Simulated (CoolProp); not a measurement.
CH2F2 (R32) along the isobar 8.28 MPa: density (kg/m³) from the reference equation and from simpler models built on Tc = 78.1 °C, pc = 5.783 MPa, ω = 0.277; each cubic takes its own stable root.

Values from CoolProp's reference Helmholtz-energy equation of state, Tillner-Roth 1997.

| T (°C) | phase | reference |
|---|---|---|
| -39.45 | liquid | 1194 |
| -23.95 | liquid | 1152 |
| -8.45 | liquid | 1107 |
| 6.95 | liquid | 1059 |
| 22.45 | liquid | 1006 |
| 37.95 | liquid | 947.9 |
| 53.45 | liquid | 879.8 |
| 68.95 | liquid | 793.7 |
| 84.45 | supercritical | 663.0 |
| 99.95 | supercritical | 386.8 |
| 115.35 | supercritical | 254.0 |
| 130.85 | supercritical | 206.8 |
| 146.35 | supercritical | 180.1 |
| 161.85 | supercritical | 162.0 |

How far does each simpler model (van der Waals, Redlich-Kwong) lie from the reference over these 14 states: mean and median of the absolute difference, and the worst?


- van der Waals: mean 31.1 %, median 42.9 %, worst -47.3 % at -39.45 °C and 8.28 MPa
- Redlich-Kwong: mean 17.3 %, median 24.6 %, worst -27.5 % at 68.95 °C and 8.28 MPa
